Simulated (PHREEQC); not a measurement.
Dissolve 0.0022 mol LiOH, 0.0082 mol H3BO3 and 0.27 mol (CH3)4NCl per kg of water at 25 °C. Closed to the air; pH follows from the charge balance.

All values are PHREEQC results (ion-association model, wateq4f.dat), not measurements.

This is a speciation only: nothing precipitates in the calculation.

Problem. Estimate the pH.

Solution. pH 8.59.

Problem. In which forms is B present?

Solution. H3BO3 73 %, H2BO3- 27 % of the B.

(CH3)4N+ isn't in the database: it is added as a free cation with an ion size of 4 Å.
